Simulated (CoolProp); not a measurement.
Model: reference Helmholtz-energy equation of state, Zhou 2012, in CoolProp.

**Question.** Give the vapour pressure (kPa), liquid density (kg/m³), vapour density (kg/m³), liquid cp (kJ/(kg K)) of saturated p-xylene at 72.55, 142.15, 170.05 °C.

**Answer.** 
```
T (°C)  p (kPa)  liquid density (kg/m³)  vapour density (kg/m³)  liquid cp (kJ/(kg K))
------  -------  ----------------------  ----------------------  ---------------------
72.55      11.7                     815                   0.435                   1.88
142.15      112                     749                    3.63                   2.13
170.05      221                     720                    6.91                   2.24
```
